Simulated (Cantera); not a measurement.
Charge: 1 mol CS₂, 0.0086 mol SO₂, 2.3 mol O₂, at 1073 K and 1.00 bar.

Equilibrium computed with Cantera from the NASA thermochemical tables; the gas is ideal and each condensed phase is pure. Candidate condensed phases: C, S; 22 gas species. Gases not in the tables: S₃ to S₇. Kinetics and transport are ignored.

Base state: SO₂ 0.490, CO₂ 0.374, S₂ 0.124, S₂O 0.00828, CO 0.00153, COS 0.00111, SO 7.42e-5 (mole fractions); condensed: gas only.

### Question
What changes in the equilibrium state with this change: temperature from 1073 K to 2975 K?

### Answer
| species | before | after |
|---|---|---|
| SO₂ | 0.490 | 0.423 |
| CO | 0.00153 | 0.233 |
| SO | 7.42e-5 | 0.197 |
| CO₂ | 0.374 | 0.0930 |
| O₂ | <1e-9 | 0.0146 |
| O | <1e-9 | 0.0126 |
| S | 1.43e-8 | 0.0194 |
| S₂ | 0.124 | 0.00680 |
| SO₃ | 6.01e-8 | 4.70e-5 |
| COS | 0.00111 | 8.10e-5 |
| S₂O | 0.00828 | 0.000637 |

### Question
What changes in the equilibrium state with this change: O₂ from 2.3 to 0.035 mol?

### Answer
```json
[
 {"species": "CS₂", "before": "7.79e-7", "after": "0.806"},
 {"species": "S₂", "before": "0.124", "after": "0.113"},
 {"species": "CO", "before": "0.00153", "after": "0.0477"},
 {"species": "SO₂", "before": "0.490", "after": "<1e-9"},
 {"species": "CO₂", "before": "0.374", "after": "0.000320"},
 {"species": "COS", "before": "0.00111", "after": "0.0329"},
 {"species": "S₂O", "before": "0.00828", "after": "2.06e-7"},
 {"species": "SO", "before": "7.42e-5", "after": "1.93e-9"},
 {"species": "C(graphite), mol", "before": "0", "after": "0.0476"}
]
```

### Question
What changes in the equilibrium state with this change: temperature from 1073 K to 2350 K?

### Answer
```
species   before     after
-------  -------  --------
SO₂        0.490     0.506
CO       0.00153     0.198
CO₂        0.374     0.149
SO       7.42e-5    0.0938
S₂         0.124    0.0440
S        1.43e-8   0.00470
O₂         <1e-9  0.000142
O          <1e-9   7.87e-5
SO₃      6.01e-8   1.48e-5
```
